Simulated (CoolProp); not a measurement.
Aqueous potassium acetate as a coolant, 28 % by mass, freezing at -20.1 °C, 1 atm.

The numbers come from the Melinder's fits for secondary coolants in CoolProp.

| T (°C) | viscosity (mPa s) | cp (kJ/(kg K)) | Prandtl number | conductivity (W/(m K)) |
|---|---|---|---|---|
| -12.4 | 6.30 | 3.223 | 43.8 | [?] |
| -2.7 | 4.25 | [?] | 28.9 | 0.477 |
| 7 | 3.06 | [?] | 20.4 | 0.489 |
| 16.6 | 2.33 | 3.279 | 15.2 | 0.502 |
| 26.3 | 1.84 | [?] | 11.8 | [?] |
| 36 | 1.50 | [?] | 9.40 | [?] |

**Question.** Complete the blanks.

**Answer.** 
- -12.4, conductivity (W/(m K)): 0.464
- -2.7, cp (kJ/(kg K)): 3.242
- 7, cp (kJ/(kg K)): 3.260
- 26.3, cp (kJ/(kg K)): 3.297
- 26.3, conductivity (W/(m K)): 0.515
- 36, cp (kJ/(kg K)): 3.317
- 36, conductivity (W/(m K)): 0.527
